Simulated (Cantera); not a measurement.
Feed: 1 mol CH3SiH3, 0.48 mol C2H2, 300 mol H2, held at 0.370 bar.

Method: chemical equilibrium by Gibbs-energy minimisation in Cantera with the NASA 1993 tables (ideal gas, pure condensed phases). Candidate condensed phases: C, C6H6, C7H8, C8H18, Si, SiC; 87 gas species. The feed counts by its element totals alone. Gases not in the tables: Si2H6 and higher silanes. Equilibrium is a limit: real reactors are often held back by kinetics, nucleation or transport.

Task: What share of the Si ends up in condensed phases as a function of T (K), at 2075, 2125, 2175, 2225, 2275, 2325, 2375, 2425, 2475, 2525?

Result: 
| T (K) | Si condensed (%) | as |
|---|---|---|
| 2075 | 98.8 | SiC(s) |
| 2125 | 97.6 | SiC(s) |
| 2175 | 95.0 | SiC(s) |
| 2225 | 89.9 | SiC(s) |
| 2275 | 80.4 | SiC(s) |
| 2325 | 63.3 | SiC(s) |
| 2375 | 34.2 | SiC(s) |
| 2425 | 0.0 | - |
| 2475 | 0.0 | - |
| 2525 | 0.0 | - |
